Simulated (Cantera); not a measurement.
# Diamond growth

A diamond (100) surface in a fixed gas of H2 with x(CH4) = 0.007, x(CH3) = 0.0018, at 1023 K, 0.188 atm; coverages are run to steady state.

Model: the Harris–Goodwin 1993 mechanism for the reconstructed diamond (100) surface, integrated in Cantera.

```csv
x(H),growth (µm/h),θ c6HH,θ c6H*,θ c6*H,θ c6**,θ c6HM
0.0001,12.6,0.136,0.00341,0.0655,0.000301,0.569
0.00022,25.6,0.168,0.00484,0.0930,0.000790,0.524
0.00047,47.3,0.223,0.00702,0.135,0.00184,0.452
0.001,79.1,0.299,0.00996,0.191,0.00365,0.354
0.0022,118,0.389,0.0134,0.256,0.00606,0.239
0.0047,151,0.463,0.0163,0.311,0.00822,0.144
0.01,175,0.515,0.0185,0.348,0.00978,0.0778
0.022,189,0.546,0.0201,0.370,0.0108,0.0383
0.048,198,0.561,0.0217,0.380,0.0114,0.0183
```
θ: site fractions in the mechanism's names (c6HH fully hydrogenated, c6H* and c6*H radical sites, c6** diradical, c6HM methylated).
